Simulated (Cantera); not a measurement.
Charge: 1 mol SiO2, 0.39 mol N2, held at 1623.15 K and 0.710 bar.

Cantera equilibrium calculation (NASA polynomials, part measured and part estimated; ideal gas, pure solids and liquids). Candidate condensed phases: Si, SiO2, Si2N2O, Si3N4; 16 gas species. The tables hold silica as quartz up to 1696 K and as liquid above; real silica turns to tridymite and cristobalite and melts near 1996 K. Kinetics and transport are ignored.

Base state: N2 1.00 (mole fractions); condensed: SiO2(β-quartz).

### Question
What changes in the equilibrium state with this change: SiO2 replaced by ZrN?

### Answer
```csv
species,before,after
N2,1.00,1.00
"SiO2(β-quartz), mol",1.00,0
"ZrN(s), mol",0,1.00
```
ZrN: taken at fixed stoichiometry. Further candidate phases: Zr, ZrN.
